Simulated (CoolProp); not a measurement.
A simple Rankine cycle with n-perfluoropentane: condensing at 291.15 K, boiler at 0.361 MPa, turbine inlet 344.7 K, turbine efficiency 0.75, pump efficiency 0.6, no recuperator. Each further row changes one setting.

Model: reference Helmholtz-energy equation of state, Gao 2022, in CoolProp.

```tsv
case	thermal efficiency (%)	net work (kJ/kg)	heat in (kJ/kg)	turbine exit temperature (K)	volume ratio over the turbine
as stated	8.3	11.1	135	326.8	5.89
turbine inlet 364.7 K	7.8	12.0	153	347.1	5.75
condensing temperature 283.15 K	9.4	13.4	143	323.9	8.20
boiler pressure 0.253 MPa	6.7	9.10	136	331.2	3.97
turbine efficiency 0.65	7.1	9.61	135	328.6	5.92
```
